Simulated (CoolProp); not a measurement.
Isobutane at 431.23 K and 0.774 MPa is throttled through a valve to 0.182 MPa with no heat exchange. Each further row changes one setting.

The numbers come from the reference Helmholtz-energy equation of state, Bücker 2006 in CoolProp.

```json
[
 {"case": "as stated", "temperature change (K)": "-4.4", "final density (kg/m³)": "3.03"},
 {"case": "outlet pressure 0.0546 MPa", "temperature change (K)": "-5.3", "final density (kg/m³)": "0.900"},
 {"case": "outlet pressure 0.237 MPa", "temperature change (K)": "-4.0", "final density (kg/m³)": "3.95"}
]
```
